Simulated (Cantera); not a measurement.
What does this Cantera script print?

```python
import numpy as np
import cantera as ct

gas = ct.Solution("h2o2.yaml")
gas.TPX = 500, 90000, {'H2': 1, 'O2': 0.562, 'N2': 2.11}
flame = ct.FreeFlame(gas, width=0.043)
flame.set_refine_criteria(ratio=3, slope=0.08, curve=0.16)
flame.transport_model = "mixture-averaged"
flame.solve(loglevel=0, auto=True)
z, T = flame.grid, flame.T
thick = (T[-1] - T[0]) / np.gradient(T, z).max()
show = ['H2', 'O2', 'H2O', 'O', 'HO2', 'OH']
print(f"laminar burning velocity  {flame.velocity[0] * 100:.3f} cm/s")
print(f"burnt temperature         {T[-1]:.1f} K")
print(f"thermal thickness         {thick * 1e3:.4f} mm")
print(f"grid points               {len(z)}")
z0 = z[flame.heat_release_rate.argmax()]
print(f"{'z/mm':>9s}{'T/K':>9s}{'u/(m/s)':>9s}" + "".join(f"{s:>11s}" for s in show))
rows = []
for k in (-3, -2, -1.5, -1, -0.5, -0.25, 0, 0.25, 0.5, 1, 2, 4, 8):
    zz = z0 + k * thick
    rows.append([k * thick, np.interp(zz, z, T), np.interp(zz, z, flame.velocity),
                 *(np.interp(zz, z, flame.X[gas.species_index(s)]) for s in show)])
    print(f"{rows[-1][0] * 1e3:9.3f}{rows[-1][1]:9.1f}{rows[-1][2]:9.3f}" + "".join(f"{x:11.3e}" for x in rows[-1][3:]))
```

It prints:

```
laminar burning velocity  481.470 cm/s
burnt temperature         2398.8 K
thermal thickness         0.4925 mm
grid points               124
     z/mm      T/K  u/(m/s)         H2         O2        H2O          O        HO2         OH
   -1.478    500.0    4.815  2.723e-01  1.531e-01  6.570e-13  6.854e-15  2.292e-13  1.178e-16
   -0.985    500.0    4.815  2.723e-01  1.531e-01  1.323e-10  1.856e-12  6.121e-11  3.190e-14
   -0.739    500.0    4.815  2.723e-01  1.531e-01  1.471e-09  2.349e-11  7.769e-10  4.036e-13
   -0.493    500.0    4.814  2.722e-01  1.531e-01  1.515e-07  2.272e-09  1.140e-07  4.830e-11
   -0.246    511.7    4.898  2.672e-01  1.538e-01  3.903e-04  3.124e-06  1.634e-04  1.952e-05
   -0.123    738.4    6.871  2.310e-01  1.496e-01  1.939e-02  2.390e-04  2.340e-04  8.794e-04
    0.000   1196.1   10.749  1.331e-01  1.120e-01  1.044e-01  4.988e-03  9.255e-05  3.363e-03
    0.123   1514.0   13.445  5.481e-02  5.811e-02  1.978e-01  1.193e-02  4.123e-05  9.638e-03
    0.246   1669.0   14.723  3.750e-02  4.211e-02  2.249e-01  1.313e-02  2.585e-05  1.324e-02
    0.493   1829.2   15.982  3.363e-02  3.646e-02  2.379e-01  1.151e-02  1.793e-05  1.583e-02
    0.985   1989.0   17.191  2.986e-02  3.248e-02  2.508e-01  8.839e-03  1.215e-05  1.715e-02
    1.970   2135.6   18.260  2.419e-02  2.874e-02  2.648e-01  6.093e-03  7.808e-06  1.691e-02
    3.940   2257.3   19.122  1.762e-02  2.553e-02  2.784e-01  3.792e-03  5.060e-06  1.521e-02
```

Cantera simulation using the H2/O2 subset of GRI-Mech 3.0, which has no nitrogen chemistry; the numbers are that mechanism's predictions, not measurements. Burning velocities carry a grid error of a few per cent, more on coarse grids.
